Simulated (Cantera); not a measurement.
Charge: 1 mol CuO, 1.2 mol CH4, 0.3 mol N2.

These are equilibrium values from Cantera (NASA tables, ideal gas, pure condensed phases), not measurements of a reactor. Candidate condensed phases: C, C6H6, C7H8, C8H18, Cu, CuO, Cu(OH)2, Cu2O, H2O; 139 gas species. The numbers say what is thermodynamically allowed, not how fast it happens.

Stable condensed phases, one row left out:

```
T in K \ P in Pa
              10      36     130     460    1700    6000   22000   77000  280000 1000000
   2348        A       A       A       A       A       A       A       B       B       B
   2298        A       A       A       A       A       A       A       B       B       B
   2248        A       A       A       A       A       A       B       B       B       B
   2198        A       A       A       A       A       A       B       B       B       B
   2098        A       A       A       A       A       B       B       B       B       B
   2048        A       A       A       A       A       B       B       B       B       B
   1998        A       A       A       A       A       B       B       B       B       B
   1948        A       A       A       A       B       B       B       B       B       B
```

A: C; B: C + Cu.

Question: Give the row for 2148 K.

Answer: 10: C; 36: C; 130: C; 460: C; 1700: C; 6000: C; 22000: C + Cu; 77000: C + Cu; 280000: C + Cu; 1000000: C + Cu.
